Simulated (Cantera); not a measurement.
C₂H₆ + H₂O + N₂ (carbon deposition, reforming and gasification)

Input: 1 mol C₂H₆, 0.066 mol H₂O, 0.92 mol N₂, equilibrated at 30.0 mbar.

Equilibrium computed with Cantera from the NASA thermochemical tables; the gas is ideal and each condensed phase is pure. Candidate condensed phases: C, C₆H₆, C₇H₈, C₈H₁₈, H₂O; 136 gas species. Kinetics and transport are ignored.

From 525 °C to 975 °C the condensed part is C(graphite). The main C-bearing gas is CH₄ at 525 °C and CO at 975 °C. The share of C in condensed phases is highest at 975 °C (96.7 %) and lowest at 525 °C (93.5 %).

```csv
T (°C),x H₂,x N₂,x CH₄,x CO,x H₂O,x CO₂,x HCN,n C(graphite)
525,0.728,0.233,0.0221,0.0104,0.00562,0.000345,3.67e-8,1.87
600,0.747,0.229,0.00751,0.0149,0.00142,7.53e-5,2.08e-7,1.91
675,0.753,0.228,0.00292,0.0160,0.000349,1.34e-5,8.92e-7,1.92
750,0.755,0.227,0.00128,0.0162,0.000100,2.82e-6,3.08e-6,1.93
825,0.756,0.227,0.000626,0.0163,3.39e-5,7.24e-7,8.97e-6,1.93
900,0.756,0.227,0.000334,0.0163,1.31e-5,2.22e-7,2.27e-5,1.93
975,0.756,0.227,0.000191,0.0163,5.68e-6,7.86e-8,5.15e-5,1.93
```
x: gas mole fraction; n: condensed amount in mol.
